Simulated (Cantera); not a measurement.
Charge: 1 mol Al, 4.9 mol HCl, at 1025 °C and 3.20 mbar.

Equilibrium computed with Cantera from the NASA thermochemical tables; the gas is ideal and each condensed phase is pure. Candidate condensed phases: Al, AlCl₃; 12 gas species. The tables' values for AlCl₂ are old estimates; treat these amounts as uncertain. The numbers say what is thermodynamically allowed, not how fast it happens.

Base state: HCl 0.433, H₂ 0.340, AlCl₃ 0.226, AlCl₂ 0.000917, AlCl 6.99e-5, Cl 1.19e-5, H 1.10e-5 (mole fractions); condensed: gas only.

### Question
What changes in the equilibrium state with this change: temperature from 1025 °C to 427 °C?

### Answer
| species | before | after |
|---|---|---|
| HCl | 0.433 | 0.435 |
| H₂ | 0.340 | 0.343 |
| AlCl₃ | 0.226 | 0.216 |
| Al₂Cl₆ | 7.22e-7 | 0.00645 |
| AlCl₂ | 0.000917 | <1e-9 |
| AlCl | 6.99e-5 | <1e-9 |
